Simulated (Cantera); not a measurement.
Input (Python, Cantera) and output of one run.

```python
import numpy as np
import cantera as ct

gas_names = [...]  # 76 gases of nasa_gas.yaml made of C, H
cond_names = """
    C(gr) C6H6(L) C7H8(L) C8H18(L),n-octa
""".split()


# ... load() reads the species with a 1 bar reference pressure and builds the phases ...
atoms = {
    'n-butane': {'C': 4, 'H': 10},
    'H2': {'H': 2},
}
top_T = {'C(gr)': 4500}  # K; cautious upper limits of use, not melting points


# ... equilibrate(T, P, feed) seeds the gas with the atoms and calls Mixture.equilibrate('TP', solver="vcs", rtol=1e-11, max_steps=5000) ...
results = []
feed = {'n-butane': 1, 'H2': 3.1}  # mol
for P in [10, 46, 220, 1000, 4600, 22000, 100000, 460000, 2200000, 10000000]:
    for T in [1723, 1823, 1923, 2023, 2123, 2223, 2323, 2423, 2523, 2623, 2723, 2823]:
        mix = equilibrate(T, P, feed)
        results.append((T, P, feed, dict(zip(mix.species_names, mix.species_moles))))

for T, P, feed, n in results:
    print(f"{T:7g} {P:10.4g}  " + (" + ".join(c for c in cond_names if n.get(c, 0) > 1e-12) or "gas only"))
```

Output:

```
   1723         10  C(gr)
   1823         10  C(gr)
   1923         10  C(gr)
   2023         10  C(gr)
   2123         10  C(gr)
   2223         10  C(gr)
   2323         10  C(gr)
   2423         10  C(gr)
   2523         10  C(gr)
   2623         10  C(gr)
   2723         10  gas only
   2823         10  gas only
   1723         46  C(gr)
   1823         46  C(gr)
   1923         46  C(gr)
   2023         46  C(gr)
   2123         46  C(gr)
   2223         46  C(gr)
   2323         46  C(gr)
   2423         46  C(gr)
   2523         46  C(gr)
   2623         46  C(gr)
   2723         46  C(gr)
   2823         46  gas only
   1723        220  C(gr)
   1823        220  C(gr)
   1923        220  C(gr)
   2023        220  C(gr)
   2123        220  C(gr)
   2223        220  C(gr)
   2323        220  C(gr)
   2423        220  C(gr)
   2523        220  C(gr)
   2623        220  C(gr)
   2723        220  C(gr)
   2823        220  C(gr)
   1723       1000  C(gr)
   1823       1000  C(gr)
   1923       1000  C(gr)
   2023       1000  C(gr)
   2123       1000  C(gr)
   2223       1000  C(gr)
   2323       1000  C(gr)
   2423       1000  C(gr)
   2523       1000  C(gr)
   2623       1000  C(gr)
   2723       1000  C(gr)
   2823       1000  C(gr)
   1723       4600  C(gr)
   1823       4600  C(gr)
   1923       4600  C(gr)
   2023       4600  C(gr)
   2123       4600  C(gr)
   2223       4600  C(gr)
   2323       4600  C(gr)
   2423       4600  C(gr)
   2523       4600  C(gr)
   2623       4600  C(gr)
   2723       4600  C(gr)
   2823       4600  C(gr)
   1723    2.2e+04  C(gr)
   1823    2.2e+04  C(gr)
   1923    2.2e+04  C(gr)
   2023    2.2e+04  C(gr)
   2123    2.2e+04  C(gr)
   2223    2.2e+04  C(gr)
   2323    2.2e+04  C(gr)
   2423    2.2e+04  C(gr)
   2523    2.2e+04  C(gr)
   2623    2.2e+04  C(gr)
   2723    2.2e+04  C(gr)
   2823    2.2e+04  C(gr)
   1723      1e+05  C(gr)
   1823      1e+05  C(gr)
   1923      1e+05  C(gr)
   2023      1e+05  C(gr)
   2123      1e+05  C(gr)
   2223      1e+05  C(gr)
   2323      1e+05  C(gr)
   2423      1e+05  C(gr)
   2523      1e+05  C(gr)
   2623      1e+05  C(gr)
   2723      1e+05  C(gr)
   2823      1e+05  C(gr)
   1723    4.6e+05  C(gr)
   1823    4.6e+05  C(gr)
   1923    4.6e+05  C(gr)
   2023    4.6e+05  C(gr)
   2123    4.6e+05  C(gr)
   2223    4.6e+05  C(gr)
   2323    4.6e+05  C(gr)
   2423    4.6e+05  C(gr)
   2523    4.6e+05  C(gr)
   2623    4.6e+05  C(gr)
   2723    4.6e+05  C(gr)
   2823    4.6e+05  C(gr)
   1723    2.2e+06  C(gr)
   1823    2.2e+06  C(gr)
   1923    2.2e+06  C(gr)
   2023    2.2e+06  C(gr)
   2123    2.2e+06  C(gr)
   2223    2.2e+06  C(gr)
   2323    2.2e+06  C(gr)
   2423    2.2e+06  C(gr)
   2523    2.2e+06  C(gr)
   2623    2.2e+06  C(gr)
   2723    2.2e+06  C(gr)
   2823    2.2e+06  C(gr)
   1723      1e+07  C(gr)
   1823      1e+07  C(gr)
   1923      1e+07  C(gr)
   2023      1e+07  C(gr)
   2123      1e+07  C(gr)
   2223      1e+07  C(gr)
   2323      1e+07  C(gr)
   2423      1e+07  C(gr)
   2523      1e+07  C(gr)
   2623      1e+07  C(gr)
   2723      1e+07  C(gr)
   2823      1e+07  C(gr)
```

Cantera equilibrium calculation (NASA polynomials, part measured and part estimated; ideal gas, pure solids and liquids). The ideal-gas law is rough above about 30 bar.
